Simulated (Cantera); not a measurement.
Hydrogen reduction and annealing atmospheres: FeS2 + H2 + N2

Input: 1 mol FeS2, 13 mol H2, a varied amount of N2, at 1850 K and 0.00133 bar.

Cantera equilibrium calculation (NASA polynomials, part measured and part estimated; ideal gas, pure solids and liquids). Candidate condensed phases: Fe, FeS, FeS2, S; 16 gas species. Equilibrium is a limit: real reactors are often held back by kinetics, nucleation or transport.

| n(N2) (mol) | log p N2 | log p H2 | log p Fe | log p S2 | log p H | log p SH | log p S | n Fe(l) |
|---|---|---|---|---|---|---|---|---|
| 7.4 | -3.36 | -3.12 | -4.23 | -4.32 | -4.83 | -5.02 | -5.12 | 0.0105 |
| 9.3 | -3.30 | -3.16 | -4.26 | -4.35 | -4.85 | -5.06 | -5.14 | 0 |
| 12 | -3.23 | -3.21 | -4.31 | -4.40 | -4.87 | -5.10 | -5.16 | 0 |
| 15 | -3.18 | -3.25 | -4.35 | -4.45 | -4.89 | -5.15 | -5.18 | 0 |
| 19 | -3.13 | -3.31 | -4.41 | -4.50 | -4.92 | -5.21 | -5.21 | 0 |
| 24 | -3.09 | -3.36 | -4.47 | -4.56 | -4.95 | -5.27 | -5.24 | 0 |
| 30 | -3.05 | -3.43 | -4.53 | -4.63 | -4.98 | -5.33 | -5.27 | 0 |
| 38 | -3.02 | -3.50 | -4.60 | -4.70 | -5.02 | -5.40 | -5.31 | 0 |
| 49 | -2.99 | -3.58 | -4.68 | -4.79 | -5.06 | -5.49 | -5.35 | 0 |
| 62 | -2.97 | -3.66 | -4.76 | -4.87 | -5.10 | -5.57 | -5.39 | 0 |
| 78 | -2.95 | -3.74 | -4.85 | -4.96 | -5.14 | -5.65 | -5.44 | 0 |
| 99 | -2.94 | -3.83 | -4.93 | -5.05 | -5.19 | -5.74 | -5.48 | 0 |
log p: log10 of the partial pressure in bar; n: condensed amount in mol.

At 7.4 mol N2 the condensed part is Fe(l). From 9.3 mol N2 to 99 mol N2 nothing is condensed. The main Fe-bearing gas is Fe throughout.
